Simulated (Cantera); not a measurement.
Cantera run:

```python
import numpy as np
import cantera as ct

gas_names = [...]  # 92 gases of nasa_gas.yaml made of C, H, N
cond_names = """
    C(gr) C6H6(L) C7H8(L) C8H18(L),n-octa
""".split()


# ... load() reads the species with a 1 bar reference pressure and builds the phases ...
atoms = {
    'toluene': {'C': 7, 'H': 8},
    'H2': {'H': 2},
    'N2': {'N': 2},
}
top_T = {'C(gr)': 4500}  # K; cautious upper limits of use, not melting points


# ... equilibrate(T, P, feed) seeds the gas with the atoms and calls Mixture.equilibrate('TP', solver="vcs", rtol=1e-11, max_steps=5000) ...
results = []
feed = {'toluene': 1, 'H2': 0.56, 'N2': 0.33}  # mol
P = 101325  # Pa
for T in [1350, 1500, 1650, 1800, 1950, 2100, 2250, 2400, 2550, 2700, 2850]:
    mix = equilibrate(T, P, feed)
    results.append((T, P, feed, dict(zip(mix.species_names, mix.species_moles))))

top = {s: max(r[3][s] / sum(r[3][g] for g in gas_names) for r in results) for s in gas_names}
cols = sorted((s for s in top if top[s] > 0.001), key=lambda s: -top[s])[:9]
seen = [c for c in cond_names if any(r[3].get(c, 0) > 1e-12 for r in results)]
print("log10 of partial pressures in bar; condensed amounts in mol")
print(f"{'T/K':>10s}" + "".join(f"{s[:9]:>10s}" for s in cols + seen))
for T, P, feed, n in results:
    ng = sum(n[g] for g in gas_names)
    print(f"{T:10.4g}" + "".join(f"{np.log10(max(n[s] / ng * P / 1e5, 1e-99)):10.3f}" for s in cols)
          + "".join(f"{n.get(c, 0):10.4g}" for c in seen))
```

Result:

```
log10 of partial pressures in bar; condensed amounts in mol
       T/K        H2         H        N2 C2H2,acet       HCN       CH4       HNC     C(gr)
      1350    -0.027    -5.636    -1.163    -5.934    -4.082    -2.294    -6.090     6.975
      1500    -0.026    -4.767    -1.165    -5.070    -3.571    -2.642    -5.344     6.988
      1650    -0.025    -4.054    -1.167    -4.366    -3.155    -2.927    -4.735      6.99
      1800    -0.026    -3.459    -1.170    -3.782    -2.810    -3.165    -4.230     6.987
      1950    -0.026    -2.954    -1.175    -3.289    -2.520    -3.366    -3.806     6.978
      2100    -0.028    -2.520    -1.184    -2.868    -2.275    -3.538    -3.445     6.958
      2250    -0.032    -2.145    -1.197    -2.507    -2.067    -3.689    -3.137     6.923
      2400    -0.038    -1.817    -1.216    -2.195    -1.890    -3.826    -2.874     6.867
      2550    -0.049    -1.530    -1.243    -1.925    -1.742    -3.956    -2.649     6.781
      2700    -0.066    -1.278    -1.277    -1.693    -1.621    -4.084    -2.460     6.656
      2850    -0.092    -1.058    -1.321    -1.497    -1.524    -4.219    -2.302     6.482
```

Cantera equilibrium calculation (NASA polynomials, part measured and part estimated; ideal gas, pure solids and liquids).
